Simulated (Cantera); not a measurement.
What does this Cantera script print?

```python
import numpy as np
import cantera as ct

gas = ct.Solution("gri30.yaml")
gas.TPX = 1700, 2666, {'C3H8': 1, 'H2': 8.4, 'N2': 0.3}
reactor = ct.IdealGasConstPressureReactor(gas, energy="off", clone=False)
net = ct.ReactorNet([reactor])
net.rtol, net.atol = 1e-08, 1e-18
show = ['C3H8', 'H2', 'CH4', 'C2H4', 'C2H6', 'C2H2', 'C2H']
times = np.geomspace(0.0003, 10, 10)

steps = ct.SolutionArray(gas, extra=["t"])
rows = []
print(f"{'t/s':>10s}{'T/K':>9s}{'P/Pa':>11s}" + "".join(f"{s:>11s}" for s in show))
for t in times:
    while net.time < t:
        t_next = net.step()
        steps.append(gas.state, t=t_next)
    rows.append([np.interp(t, steps.t, y) for y in (steps.T, steps.P, *steps(*show).X.T)])
    print(f"{t:10.3e}{rows[-1][0]:9.1f}{rows[-1][1]:11.4g}" + "".join(f"{x:11.3e}" for x in rows[-1][2:]))
rate = np.gradient(steps.T, steps.t)
print("integrator steps:", len(steps.t))
if steps.T.max() > steps.T[0] + 200:
    print(f"time of steepest temperature rise: {steps.t[rate.argmax()]:.4e} s")
gas.TPX = 1700, 2666, {'C3H8': 1, 'H2': 8.4, 'N2': 0.3}
gas.equilibrate("TP")
print(f"equilibrium (TP): T = {gas.T:.1f} K  " + "  ".join(f"{s} {gas[s].X[0]:.3e}" for s in show))
```

It prints:

```
       t/s      T/K       P/Pa       C3H8         H2        CH4       C2H4       C2H6       C2H2        C2H
 3.000e-04   1700.0       2666  3.908e-05  7.801e-01  9.542e-02  4.751e-02  5.179e-04  3.346e-02  9.782e-07
 9.543e-04   1700.0       2666  1.367e-07  7.889e-01  9.672e-02  2.456e-02  1.322e-04  5.737e-02  6.529e-07
 3.035e-03   1700.0       2666  2.478e-08  7.943e-01  9.463e-02  9.929e-03  4.691e-05  7.225e-02  4.057e-07
 9.655e-03   1700.0       2666  8.795e-09  7.981e-01  9.132e-02  2.147e-03  2.502e-05  8.071e-02  3.171e-07
 3.071e-02   1700.0       2666  6.788e-09  8.030e-01  8.412e-02  6.735e-04  2.113e-05  8.481e-02  3.339e-07
 9.769e-02   1700.0       2666  3.727e-09  8.143e-01  6.663e-02  4.763e-04  1.409e-05  9.176e-02  3.769e-07
 3.107e-01   1700.0       2666  8.737e-10  8.326e-01  3.841e-02  2.485e-04  5.281e-06  1.029e-01  4.607e-07
 9.884e-01   1700.0       2666  6.432e-11  8.480e-01  1.462e-02  1.457e-04  9.005e-07  1.122e-01  5.655e-07
 3.144e+00   1700.0       2666  2.547e-12  8.546e-01  4.452e-03  1.303e-04  9.376e-08  1.162e-01  6.264e-07
 1.000e+01   1700.0       2666  2.516e-13  8.565e-01  1.516e-03  1.297e-04  1.348e-08  1.174e-01  6.418e-07
integrator steps: 1357
equilibrium (TP): T = 1700.0 K  C3H8 1.047e-13  H2 8.569e-01  CH4 8.768e-04  C2H4 1.180e-04  C2H6 6.087e-09  C2H2 1.069e-01  C2H 5.855e-07
```

Computed with Cantera and GRI-Mech 3.0 (53 species, 325 reactions). GRI-Mech 3.0 was tuned for natural gas; its chemistry of propane as a main component is partial and can be far from experiment. GRI-Mech 3.0 stops at C3 and has no aromatics, soot or wall deposition, so with more carbon than oxygen in the feed, carbon stays in small species such as C2H2 where larger ones or solid carbon would form. Radical loss at walls, strong at low pressure, is not modelled.
